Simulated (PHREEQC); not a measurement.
Consider water at 20 °C with 0.035 mol HCl, 0.032 mol AlCl3 and 0.00016 mol CuCl2 per kg of water. Closed to the air; pH follows from the charge balance.

Model: ion-association model, wateq4f.dat, run in PHREEQC.

Precipitation was switched off in this run.

**Question.** Predict the pH.

**Answer.** pH 1.56.

**Question.** In which forms is Cu present?

**Answer.** Cu+2 92 %, CuCl+ 8.0 % of the Cu.
